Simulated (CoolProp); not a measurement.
Vapour-liquid equilibrium of R114 (1) + n-pentane (2) at 37.75 °C; x and y are mole fractions of (1).

Computed with CoolProp (multi-fluid Helmholtz-energy mixture model, Platzer 1990 and Thol 2019; pair parameters Bell 2016). This equation is an older, rougher fit; its heat capacities, sound speeds and derivatives of the liquid may be far off and weren't checked against measurements.

Problem. Give the bubble pressure and the first vapour's composition at x = 0.15, 0.45, 0.95. Is there an azeotrope?

Solution. x = 0.15: 0.1608 MPa, y = 0.414; x = 0.45: 0.2343 MPa, y = 0.706; x = 0.95: 0.3108 MPa, y = 0.968. No azeotrope shows between x = 0.05 and 0.95.

Pair parameters are fitted to limited data, so mixtures are less certain than the pure fluids.
